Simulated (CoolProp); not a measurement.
CH3F (R41) along the isotherm 97.85 °C: fugacity coefficient from the reference equation and from simpler models built on Tc = 44.1 °C, pc = 5.906 MPa, ω = 0.200; each cubic takes its own stable root.

Computed with CoolProp (reference Helmholtz-energy equation of state, Lemmon 2006). It is a short technical equation, of lower accuracy than the large ones.

```csv
p (MPa),phase,reference
4.54,gas,0.8315
9.09,supercritical,0.6851
13.6,supercritical,0.5666
18.2,supercritical,0.4836
22.7,supercritical,0.4316
27.3,supercritical,0.3963
31.8,supercritical,0.3726
36.3,supercritical,0.3559
40.9,supercritical,0.3441
45.4,supercritical,0.3361
50,supercritical,0.3308
54.5,supercritical,0.3279
59.1,supercritical,0.3266
```

How far does each simpler model (Soave-Redlich-Kwong, Peng-Robinson) lie from the reference over these 13 states: mean and median of the absolute difference, and the worst?


- Soave-Redlich-Kwong: mean 21.6 %, median 22.8 %, worst +37.8 % at 97.85 °C and 59.1 MPa
- Peng-Robinson: mean 10.0 %, median 11.1 %, worst +17.9 % at 97.85 °C and 59.1 MPa
